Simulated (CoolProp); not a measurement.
Vapour-liquid equilibrium of R22 (1) + C3F8 (R218) (2) at 0.339 MPa; x and y are mole fractions of (1).

Model: multi-fluid Helmholtz-energy mixture model, Kamei 1995 and Lemmon 2006; pair parameters Bell 2016, in CoolProp.

```json
[
 {"x": "0.05", "bubble temperature, mixture model (°C)": "-8.8", "bubble temperature, Raoult's law (°C)": "-6.3", "y, mixture model": "?", "y, Raoult's law": "0.059"},
 {"x": "0.2", "bubble temperature, mixture model (°C)": "?", "bubble temperature, Raoult's law (°C)": "-7.2", "y, mixture model": "?", "y, Raoult's law": "0.231"},
 {"x": "0.35", "bubble temperature, mixture model (°C)": "?", "bubble temperature, Raoult's law (°C)": "-8.0", "y, mixture model": "0.489", "y, Raoult's law": "0.393"},
 {"x": "0.5", "bubble temperature, mixture model (°C)": "?", "bubble temperature, Raoult's law (°C)": "-8.8", "y, mixture model": "0.564", "y, Raoult's law": "0.546"},
 {"x": "0.65", "bubble temperature, mixture model (°C)": "-18.0", "bubble temperature, Raoult's law (°C)": "-9.6", "y, mixture model": "0.623", "y, Raoult's law": "0.690"},
 {"x": "0.8", "bubble temperature, mixture model (°C)": "?", "bubble temperature, Raoult's law (°C)": "-10.3", "y, mixture model": "0.699", "y, Raoult's law": "0.828"},
 {"x": "0.95", "bubble temperature, mixture model (°C)": "?", "bubble temperature, Raoult's law (°C)": "-11.0", "y, mixture model": "0.875", "y, Raoult's law": "0.958"}
]
```

Fill in the missing entries.


- 0.05, y, mixture model: 0.124
- 0.2, bubble temperature, mixture model (°C): -14.3
- 0.2, y, mixture model: 0.364
- 0.35, bubble temperature, mixture model (°C): -16.8
- 0.5, bubble temperature, mixture model (°C): -17.8
- 0.8, bubble temperature, mixture model (°C): -17.2
- 0.95, bubble temperature, mixture model (°C): -13.9

The largest gap from Raoult's law is -9.0 K in bubble temperature, at x = 0.5. y crosses x between x = 0.5 and 0.65: the model has an azeotrope there.

The pair parameters rest on a limited set of measurements; away from them the model extrapolates.
